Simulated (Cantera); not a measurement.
## Stirred combustor or abatement burner

A perfectly stirred reactor is fed with 3.71 % CH4, 0.289 % C2H6, 1.30 % C3H8, 19.1 % O2, 71.9 % N2, 3.71 % CO2, equivalence ratio 0.78, at 0.590 bar; it is adiabatic with a 550 K inlet, and is followed from long to short residence time, starting on the burning branch (τ in s: 0.076, 0.036, 0.017, 0.0081, 0.0038, 0.0018, 0.00086, 0.00041, 0.00019, 9.1e-05).

Detailed kinetics in Cantera: GRI-Mech 3.0 (53 species, 325 reactions). GRI-Mech 3.0 was tuned for natural gas; its chemistry of propane as a main component is partial and can be far from experiment.

```tsv
τ (s)	T (K)	x CH4	x C2H6	x C3H8	x NO	x H2	x HCO
0.076	2059	3.33e-6	4.56e-8	2.07e-7	0.000325	0.000946	4.21e-8
0.036	2040	5.63e-6	8.63e-8	3.85e-7	0.000209	0.00133	9.14e-8
0.017	2013	9.45e-6	1.60e-7	6.94e-7	0.000133	0.00188	2.00e-7
0.0081	1978	1.60e-5	2.92e-7	1.22e-6	8.46e-5	0.00261	4.29e-7
0.0038	1934	2.80e-5	5.38e-7	2.18e-6	5.46e-5	0.00351	9.27e-7
0.0018	1883	5.10e-5	1.00e-6	3.93e-6	3.69e-5	0.00452	1.96e-6
0.00086	1828	9.74e-5	1.92e-6	7.35e-6	2.54e-5	0.00555	4.04e-6
0.00041	1768	0.000203	3.98e-6	1.49e-5	1.68e-5	0.00655	8.37e-6
0.00019	1695	0.000519	1.01e-5	3.73e-5	9.47e-6	0.00769	1.83e-5
9.1e-5	550	0.0371	0.00289	0.0130	<1e-12	<1e-12	<1e-12
```
x: mole fraction; the columns are a selection and need not sum to one.
